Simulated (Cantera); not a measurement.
Input: 1 mol CH3Cl, 0.051 mol Si, 6.1 mol H2, equilibrated at 7.50 Torr.

Equilibrium computed with Cantera from the NASA thermochemical tables; the gas is ideal and each condensed phase is pure. Candidate condensed phases: C, C6H6, C7H8, C8H18, Si, SiC; 109 gas species. The tables' values for SiCl, SiCl3 are old estimates; treat these amounts as uncertain. Equilibrium is a limit: real reactors are often held back by kinetics, nucleation or transport.

log p: log10 of the partial pressure in bar; n: condensed amount in mol.

```
T (K)  log p H2  log p HCl  log p CH4  log p H  log p SiCl4  n C(graphite)  n SiC(s)
-----  --------  ---------  ---------  -------  -----------  -------------  --------
773       -2.06      -3.00      -3.79   -13.07        -4.19          0.871         0
873       -2.05      -3.00      -4.45   -11.36        -4.21          0.971         0
973       -2.05      -2.99      -4.99    -9.99          ___          0.985   0.00724
1073      -2.06      -2.92      -5.45    -8.88          ___          0.954    0.0428
1173      -2.06      -2.91      -5.83    -7.96          ___          0.950    0.0491
1273      -2.06      -2.91      -6.14    -7.18          ___          0.950    0.0496
1373      -2.06      -2.91      -6.41    -6.51          ___          0.951    0.0491
1473      -2.06      -2.91      -6.65    -5.93          ___          0.952    0.0480
1573      -2.06      -2.91      -6.85    -5.42          ___          0.953    0.0464
1673      -2.06      -2.92      -7.03    -4.97          ___          0.955    0.0443
1773      -2.06      -2.92      -7.19    -4.57          ___          0.956    0.0416
1873      -2.06      -2.92      -7.33    -4.22          ___          0.957    0.0381
1973      -2.06      -2.93      -7.47    -3.90          ___          0.958    0.0330
```

Task: Fill in the missing entries.

Result: 
- 973, log p SiCl4: -4.29
- 1073, log p SiCl4: -5.06
- 1173, log p SiCl4: -5.87
- 1273, log p SiCl4: -6.59
- 1373, log p SiCl4: -7.20
- 1473, log p SiCl4: -7.74
- 1573, log p SiCl4: -8.20
- 1673, log p SiCl4: -8.61
- 1773, log p SiCl4: -8.98
- 1873, log p SiCl4: -9.32
- 1973, log p SiCl4: -9.62
